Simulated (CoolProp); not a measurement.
Vapour-liquid equilibrium of isobutane (1) + isobutene (2) at 194.1 K; x and y are mole fractions of (1).

Values from CoolProp's multi-fluid Helmholtz-energy mixture model, Bücker 2006 and Lemmon 2005; pair parameters Bell 2016.

```json
[
 {"x": "0.05", "bubble pressure (bar)": "0.01766", "y at the bubble point": "0.077", "dew pressure at overall composition x (bar)": "0.01748", "liquid density (mol/L)": "12.48"},
 {"x": "0.2", "bubble pressure (bar)": "0.01907", "y at the bubble point": "0.276", "dew pressure at overall composition x (bar)": "0.01852", "liquid density (mol/L)": "12.29"},
 {"x": "0.35", "bubble pressure (bar)": "0.02030", "y at the bubble point": "0.442", "dew pressure at overall composition x (bar)": "0.01961", "liquid density (mol/L)": "12.12"},
 {"x": "0.5", "bubble pressure (bar)": "0.02141", "y at the bubble point": "0.587", "dew pressure at overall composition x (bar)": "0.02074", "liquid density (mol/L)": "11.95"},
 {"x": "0.65", "bubble pressure (bar)": "0.02241", "y at the bubble point": "0.718", "dew pressure at overall composition x (bar)": "0.02189", "liquid density (mol/L)": "11.78"},
 {"x": "0.8", "bubble pressure (bar)": "0.02334", "y at the bubble point": "0.842", "dew pressure at overall composition x (bar)": "0.02303", "liquid density (mol/L)": "11.62"},
 {"x": "0.95", "bubble pressure (bar)": "0.02419", "y at the bubble point": "0.961", "dew pressure at overall composition x (bar)": "0.02411", "liquid density (mol/L)": "11.47"}
]
```

No azeotrope shows between x = 0.05 and 0.95.

The pair parameters rest on a limited set of measurements; away from them the model extrapolates.
